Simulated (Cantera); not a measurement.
A Cantera script and what it prints.

```python
import numpy as np
import cantera as ct

gas_names = """
    H HNO HNO2 HNO3 HO2 H2 H2O H2O2 N NH NH2 NH3 NH2OH NO NO2 NO3 N2 N2H2 N2H4 N2O O OH O2 O3 Si SiH
    SiH2 SiH3 SiH4 SiN SiO SiO2 Si2 Si2N Si3
""".split()
cond_names = """
    H2O(s) H2O(L) Si(cr) Si(L) SiO2(Lqz) SiO2(hqz) SiO2(L) Si2N2O(s) Si3N4(a)
""".split()


# ... load() reads the species with a 1 bar reference pressure and builds the phases ...
atoms = {
    'Si': {'Si': 1},
    'N2O': {'N': 2, 'O': 1},
    'H2': {'H': 2},
}
top_T = {'Si2N2O(s)': 2100, 'Si3N4(a)': 2400}  # K; cautious upper limits of use, not melting points


# ... equilibrate(T, P, feed) seeds the gas with the atoms and calls Mixture.equilibrate('TP', solver="vcs", rtol=1e-11, max_steps=5000) ...
results = []
feed = {'Si': 1, 'N2O': 3.9, 'H2': 110}  # mol
P = 1000  # Pa
for T in [1800, 1850, 1900, 1950, 2000, 2050, 2100, 2150, 2200]:
    mix = equilibrate(T, P, feed)
    results.append((T, P, feed, dict(zip(mix.species_names, mix.species_moles))))
    x = sorted(zip(gas.X, gas.species_names), reverse=True)
    print(f"T = {T:g} K  P = {P:g} Pa  gas = {mix.phase_moles(0):.4g} mol")
    print("   x: " + "  ".join(f"{s} {v:.3e}" for v, s in x if v > 1e-05))
    print("   condensed (mol): " + ("  ".join(f"{mix.phase(i).name} {mix.phase_moles(i):.4g}"
          for i in range(1, mix.n_phases) if mix.phase_moles(i) > 1e-12) or "none"))
```

Output:

```
T = 1800 K  P = 1000 Pa  gas = 115 mol
   x: H2 9.297e-01  N2 3.390e-02  H2O 2.475e-02  SiO 8.240e-03  H 3.452e-03
   condensed (mol): SiO2(L) 0.05195
T = 1850 K  P = 1000 Pa  gas = 115.2 mol
   x: H2 9.271e-01  N2 3.385e-02  H2O 2.516e-02  SiO 8.680e-03  H 5.187e-03  OH 1.040e-05
   condensed (mol): none
T = 1900 K  P = 1000 Pa  gas = 115.3 mol
   x: H2 9.247e-01  N2 3.381e-02  H2O 2.512e-02  SiO 8.669e-03  H 7.631e-03  OH 1.703e-05
   condensed (mol): none
T = 1950 K  P = 1000 Pa  gas = 115.5 mol
   x: H2 9.215e-01  N2 3.376e-02  H2O 2.507e-02  H 1.100e-02  SiO 8.654e-03  OH 2.719e-05
   condensed (mol): none
T = 2000 K  P = 1000 Pa  gas = 115.8 mol
   x: H2 9.171e-01  N2 3.368e-02  H2O 2.500e-02  H 1.557e-02  SiO 8.634e-03  OH 4.239e-05
   condensed (mol): none
T = 2050 K  P = 1000 Pa  gas = 116.2 mol
   x: H2 9.112e-01  N2 3.357e-02  H2O 2.490e-02  H 2.166e-02  SiO 8.608e-03  OH 6.467e-05
   condensed (mol): none
T = 2100 K  P = 1000 Pa  gas = 116.6 mol
   x: H2 9.035e-01  N2 3.344e-02  H 2.962e-02  H2O 2.476e-02  SiO 8.573e-03  OH 9.664e-05
   condensed (mol): none
T = 2150 K  P = 1000 Pa  gas = 117.2 mol
   x: H2 8.936e-01  H 3.987e-02  N2 3.326e-02  H2O 2.459e-02  SiO 8.528e-03  OH 1.417e-04
   condensed (mol): none
T = 2200 K  P = 1000 Pa  gas = 118 mol
   x: H2 8.811e-01  H 5.287e-02  N2 3.304e-02  H2O 2.435e-02  SiO 8.471e-03  OH 2.039e-04
   condensed (mol): none
```

Equilibrium computed with Cantera from the NASA thermochemical tables; the gas is ideal and each condensed phase is pure. The tables hold silica as quartz up to 1696 K and as liquid above; real silica turns to tridymite and cristobalite and melts near 1996 K.
